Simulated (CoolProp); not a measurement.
Vapour-liquid equilibrium of diethyl ether (1) + benzene (2) at 420.2 K; x and y are mole fractions of (1).

Computed with CoolProp (multi-fluid Helmholtz-energy mixture model, Thol 2014 and Thol 2012; pair parameters Bell 2016).

Give the bubble pressure and the first vapour's composition at x = 0.425, 0.575, 0.95. Is there an azeotrope?

x = 0.425: 9.943 bar, y = 0.641; x = 0.575: 11.61 bar, y = 0.760; x = 0.95: 16.22 bar, y = 0.976. No azeotrope shows between x = 0.05 and 0.95.

Pair parameters are fitted to limited data, so mixtures are less certain than the pure fluids.
